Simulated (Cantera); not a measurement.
Input: 1 mol FeS2, 0.28 mol H2S, 0.05 mol CO2, equilibrated at 10000 Pa.

Equilibrium computed with Cantera from the NASA thermochemical tables; the gas is ideal and each condensed phase is pure. Candidate condensed phases: C, C6H6, C7H8, C8H18, Fe, Fe(CO)5, FeO, Fe(OH)2, Fe(OH)3, FeS, FeSO4, FeS2, Fe2O3, Fe2(SO4)3, Fe3O4, H2O, H2SO4, S; 127 gas species. FeS: taken at fixed stoichiometry. Gases not in the tables: S3 to S7. Kinetics and transport are ignored.

**Question.** Which condensed phases are stable at each of these points (T (K)): 775, 875, 975, 1075, 1175, 1275, 1375?

**Answer.** 
```
T (K)  condensed phases  Fe condensed (%)
-----  ----------------  ----------------
775             FeS2(s)             100.0
875    FeS(s) + FeS2(s)             100.0
975              FeS(s)             100.0
1075             FeS(s)             100.0
1175             FeS(s)             100.0
1275             FeS(s)             100.0
1375             FeS(s)             100.0
```

At 775 K the condensed part is FeS2(s). At 875 K the condensed part is FeS(s) + FeS2(s). From 975 K to 1375 K the condensed part is FeS(s).
